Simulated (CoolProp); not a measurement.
The numbers come from the reference Helmholtz-energy equation of state, Lemmon 2006 in CoolProp. It is a short technical equation, of lower accuracy than the large ones.

Problem. For isopentane, give the phase and the cp (kJ/(kg K)), speed of sound (m/s), conductivity (mW/(m K)) at 450.5 K and 79.5 kPa.

Solution. 
- 450.5 K and 79.5 kPa: gas; cp 2.35, speed of sound 232, conductivity 34.4

Thermal conductivity comes from a separate model (Vassiliou 2015).
